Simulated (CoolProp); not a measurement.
cis-2-butene along the isotherm 246.4 K: Z from the reference equation and from simpler models built on Tc = 435.8 K, pc = 4.236 MPa, ω = 0.202; each cubic takes its own stable root.

Model: reference Helmholtz-energy equation of state, Lemmon 2005, in CoolProp. It is a short technical equation, of lower accuracy than the large ones.

```tsv
p (MPa)	phase	reference	Redlich-Kwong	Peng-Robinson
0.151	liquid	0.006139	0.006765	0.005887
0.303	liquid	0.01232	0.01357	0.01181
0.454	liquid	0.01845	0.02033	0.01769
0.605	liquid	(withheld)	0.02708	0.02357
0.756	liquid	0.03071	0.03382	0.02945
0.908	liquid	0.03688	(withheld)	0.03536
1.06	liquid	0.04304	0.04739	0.04127
1.21	liquid	(withheld)	0.05408	0.04710
1.36	liquid	0.05520	0.06076	0.05292
1.51	liquid	0.06128	0.06744	0.05875
1.66	liquid	(withheld)	(withheld)	0.06457
1.82	liquid	(withheld)	0.08123	0.07077
1.97	liquid	0.07990	0.08789	0.07659
2.12	liquid	0.08597	(withheld)	0.08240
```

Task: Fill in the missing entries.

Result: 
- 0.605, reference: 0.02458
- 0.908, Redlich-Kwong: 0.04061
- 1.21, reference: 0.04913
- 1.66, reference: 0.06736
- 1.66, Redlich-Kwong: 0.07411
- 1.82, reference: 0.07383
- 2.12, Redlich-Kwong: 0.09455
